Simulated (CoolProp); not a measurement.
Vapour-liquid equilibrium of methanol (1) + water (2) at 1.2 MPa; x and y are mole fractions of (1).

Values from CoolProp's multi-fluid Helmholtz-energy mixture model, de Reuck 1993 and Wagner 2002; pair parameters Bell 2016.

```tsv
x	bubble temperature (°C)	y at the bubble point	dew temperature at overall composition x (°C)	liquid density (mol/L)
0.05	183.3	0.134	186.3	46.31
0.2	172.3	0.410	180.8	39.92
0.35	164.3	0.586	174.8	34.70
0.5	158.1	0.711	168.3	30.39
0.65	153.1	0.808	161.1	26.79
0.8	148.9	0.893	153.6	23.77
0.95	145.1	0.973	146.1	21.22
```

No azeotrope shows between x = 0.05 and 0.95.

The pair parameters rest on a limited set of measurements; away from them the model extrapolates.
